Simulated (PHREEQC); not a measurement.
PHREEQC input (Pitzer model, pitzer.dat):

```
SOLUTION 1
  temp 15
  units mol/kgw
  pH 7 charge
  Cl 0.694
  K 0.47
  Mg 0.099
  Li 0.01
  Na 0.016
END
USE solution 1
INCREMENTAL_REACTIONS false
REACTION 1
  H2O -1
  0 9.886 18.011 24.689 30.178 34.689 38.397 41.444
  43.949 46.007 47.699 49.089 50.232 51.172 51.944 52.578
  53.1 53.528 53.88 54.17 54.408 54.603 54.764 moles
EQUILIBRIUM_PHASES 1
  Bischofite 0 0
  Brucite 0 0
  Carnallite 0 0
  Halite 0 0
  Sylvite 0 0
  MgCl2_4H2O 0 0
SELECTED_OUTPUT 1
  -reset false
  -pH true
  -pe true
  -ionic_strength true
  -water true
  -activities H2O
  -totals Cl K Li Mg Na
  -molalities H+ Li+ Na+ K+ Mg+2 Cl- OH- MgOH+
  -equilibrium_phases Bischofite Brucite Carnallite Halite Sylvite MgCl2_4H2O
PRINT
  -reset false
END
```

Selected output (columns that matter, 12 of 23 rows; water left (kg) added in front):

```
water left (kg)	pH	mu	Cl	K	Li	Mg	Na	m_H+	m_Li+	m_Na+	la_H2O	Carnallite	Halite	Sylvite
1	6.8565	0.793	0.694	0.47	0.01	0.099	0.016	1.664e-07	0.01	0.016	-0.0090581	0	0	0
0.675514	6.7763	1.1739	1.0274	0.69577	0.014804	0.14656	0.023686	1.8416e-07	0.014804	0.023686	-0.013537	0	0	0
0.456313	6.6604	1.7378	1.5209	1.03	0.021915	0.21696	0.035064	2.0894e-07	0.021915	0.035064	-0.020439	0	0	0
0.30824	6.4872	2.5727	2.2515	1.5248	0.032442	0.32118	0.051908	2.4866e-07	0.032442	0.051908	-0.031354	0	0	0
0.208215	6.2266	3.8086	3.3331	2.2573	0.048027	0.47547	0.076844	3.2075e-07	0.048027	0.076844	-0.049209	0	0	0
0.140655	5.8684	5.4705	4.7667	3.1741	0.071096	0.70385	0.11375	4.5585e-07	0.071096	0.11375	-0.076305	0	0	0.023546
0.0950203	5.6323	6.0591	5.0172	2.6598	0.10524	1.0419	0.16839	5.9162e-07	0.10524	0.16839	-0.084709	0	0	0.21726
0.0641769	5.3037	7.0154	5.4728	1.9825	0.15582	1.5426	0.24931	7.9415e-07	0.15582	0.24931	-0.10216	0	0	0.34277
0.0433504	4.8103	8.6555	6.3717	1.2046	0.23068	2.2837	0.36909	1.1299e-06	0.23068	0.36909	-0.14181	0	0	0.41778
0.0292979	4.0275	11.557	8.1781	0.53248	0.34132	3.3791	0.54611	1.7775e-06	0.34132	0.54611	-0.23784	0	0	0.4544
0.0154209	3.6776	12.823	9.0214	0.35524	0.64847	3.8015	0.41464	2.0928e-06	0.64847	0.41464	-0.29447	0.040377	0.009606	0.42414
0.00404344	3.5694	12.449	9.3072	0.23871	2.4731	3.1417	0.31202	2.0328e-06	2.4731	0.31202	-0.32446	0.086297	0.014738	0.38274
```
